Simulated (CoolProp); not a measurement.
Nitrogen along the isobar 15600 kPa: fugacity coefficient from the reference equation and from simpler models built on Tc = 126.2 K, pc = 3396 kPa, ω = 0.037; each cubic takes its own stable root.

Values from CoolProp's reference Helmholtz-energy equation of state, Span 2000.

| T (K) | phase | reference |
|---|---|---|
| 105.8 | liquid | 0.1151 |
| 123.8 | liquid | 0.2382 |
| 141.7 | supercritical | 0.3841 |
| 159.7 | supercritical | 0.5285 |
| 177.6 | supercritical | 0.6516 |
| 195.6 | supercritical | 0.7494 |
| 213.5 | supercritical | 0.8238 |
| 231.5 | supercritical | 0.8808 |
| 249.4 | supercritical | 0.9240 |
| 267.3 | supercritical | 0.9573 |
| 285.3 | supercritical | 0.9832 |
| 303.2 | supercritical | 1.003 |
| 321.2 | supercritical | 1.019 |
| 339.1 | supercritical | 1.031 |
| 357.1 | supercritical | 1.041 |

Q: How far does each simpler model (van der Waals, Redlich-Kwong, Soave-Redlich-Kwong, Peng-Robinson) lie from the reference over these 15 states: mean and median of the absolute difference, and the worst?

A: 
- van der Waals: mean 12.1 %, median 7.1 %, worst +70.4 % at 105.8 K and 15600 kPa
- Redlich-Kwong: mean 2.1 %, median 2.3 %, worst +3.1 % at 123.8 K and 15600 kPa
- Soave-Redlich-Kwong: mean 2.5 %, median 2.4 %, worst +3.3 % at 141.7 K and 15600 kPa
- Peng-Robinson: mean 4.3 %, median 4.1 %, worst -7.2 % at 105.8 K and 15600 kPa
